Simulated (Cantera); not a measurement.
A freely propagating, adiabatic, planar premixed flame of CH₄ : O₂ : N₂ = 1 : 2 : 7.52 (molar parts), unburnt at 500 K and 150000 Pa; mixture-averaged transport, grid criteria slope 0.08 and curve 0.16, no radiation.

Cantera simulation using GRI-Mech 3.0 (53 species, 325 reactions); the numbers are that mechanism's predictions, not measurements. Burning velocities carry a grid error of a few per cent, more on coarse grids.

x: mole fraction of selected species; z is measured from the peak of heat release.

```json
[
 {"z (mm)": "-0.790", "T (K)": "500", "u (m/s)": "0.812", "x CH₄": "0.0950", "x O₂": "0.190", "x HO₂": "5.59e-8", "x CH₃": "<1e-8", "x O": "<1e-8", "x CO": "2.30e-6"},
 {"z (mm)": "-0.527", "T (K)": "502", "u (m/s)": "0.816", "x CH₄": "0.0947", "x O₂": "0.190", "x HO₂": "6.89e-7", "x CH₃": "9.95e-8", "x O": "<1e-8", "x CO": "2.86e-5"},
 {"z (mm)": "-0.395", "T (K)": "509", "u (m/s)": "0.830", "x CH₄": "0.0940", "x O₂": "0.189", "x HO₂": "4.20e-6", "x CH₃": "5.59e-7", "x O": "<1e-8", "x CO": "0.000177"},
 {"z (mm)": "-0.263", "T (K)": "566", "u (m/s)": "0.927", "x CH₄": "0.0899", "x O₂": "0.184", "x HO₂": "3.47e-5", "x CH₃": "5.35e-6", "x O": "?", "x CO": "0.00150"},
 {"z (mm)": "-0.132", "T (K)": "959", "u (m/s)": "1.59", "x CH₄": "0.0647", "x O₂": "0.152", "x HO₂": "0.000158", "x CH₃": "0.000259", "x O": "?", "x CO": "0.0138"},
 {"z (mm)": "-0.0658", "T (K)": "1382", "u (m/s)": "2.32", "x CH₄": "0.0359", "x O₂": "0.110", "x HO₂": "0.000187", "x CH₃": "0.00165", "x O": "?", "x CO": "0.0306"},
 {"z (mm)": "0", "T (K)": "1783", "u (m/s)": "3.01", "x CH₄": "0.00845", "x O₂": "0.0616", "x HO₂": "0.000110", "x CH₃": "0.00206", "x O": "?", "x CO": "0.0476"},
 {"z (mm)": "0.0658", "T (K)": "1949", "u (m/s)": "3.29", "x CH₄": "0.000556", "x O₂": "0.0337", "x HO₂": "1.99e-5", "x CH₃": "0.000247", "x O": "?", "x CO": "0.0459"},
 {"z (mm)": "0.132", "T (K)": "2000", "u (m/s)": "3.36", "x CH₄": "1.84e-5", "x O₂": "0.0245", "x HO₂": "9.20e-6", "x CH₃": "9.32e-6", "x O": "0.00349", "x CO": "0.0373"},
 {"z (mm)": "0.263", "T (K)": "2060", "u (m/s)": "3.44", "x CH₄": "2.99e-8", "x O₂": "0.0195", "x HO₂": "6.58e-6", "x CH₃": "1.74e-8", "x O": "0.00329", "x CO": "0.0286"},
 {"z (mm)": "0.527", "T (K)": "2132", "u (m/s)": "3.55", "x CH₄": "<1e-8", "x O₂": "0.0163", "x HO₂": "4.59e-6", "x CH₃": "<1e-8", "x O": "?", "x CO": "0.0239"},
 {"z (mm)": "1.05", "T (K)": "2207", "u (m/s)": "3.65", "x CH₄": "<1e-8", "x O₂": "0.0133", "x HO₂": "2.98e-6", "x CH₃": "<1e-8", "x O": "?", "x CO": "0.0205"},
 {"z (mm)": "2.11", "T (K)": "2270", "u (m/s)": "3.74", "x CH₄": "<1e-8", "x O₂": "0.0106", "x HO₂": "1.93e-6", "x CH₃": "<1e-8", "x O": "?", "x CO": "0.0169"}
]
```

Q: Complete the blanks.

A: 
- -0.263, x O: 3.52e-8
- -0.132, x O: 7.70e-6
- -0.0658, x O: 0.000101
- 0, x O: 0.000786
- 0.0658, x O: 0.00261
- 0.527, x O: 0.00247
- 1.05, x O: 0.00161
- 2.11, x O: 0.000974
